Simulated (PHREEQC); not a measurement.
A PHREEQC input (ion-association model, phreeqc.dat):

```
SOLUTION 1
  temp 25
  units mg/L
  pH 6.93
  pe 1
  Na 46.2
  K 5.53
  Ca 60.2
  Mg 1.32
  Cl 77.9 charge
  Li 0.1 charge
  S(6) 74.1 as SO4
  Alkalinity 97 as HCO3
  Ba 2.75
  Li 0.675
  Mn(2) 0.258
END
USE solution 1
EQUILIBRIUM_PHASES 1
  Gypsum 0 0
  CO2(g) -2.5 10
END
```

The run finishes without an error or a warning.

Its last state differs from that of the intended input:

```json
[
 {"quantity": "ionic strength (mol/kgw)", "as run": "0.00734", "intended": "0.00730"},
 {"quantity": "SI of Rhodochrosite (MnCO3)", "as run": "-0.16", "intended": "-0.15"}
]
```

Question: One thing in the input isn't as intended. What explains the difference?

Answer: Several could match; the one computed here: The fault: two constituents marked charge. The line should read `Cl 77.9` where the input has `Cl 77.9 charge / Li 0.1 charge`.
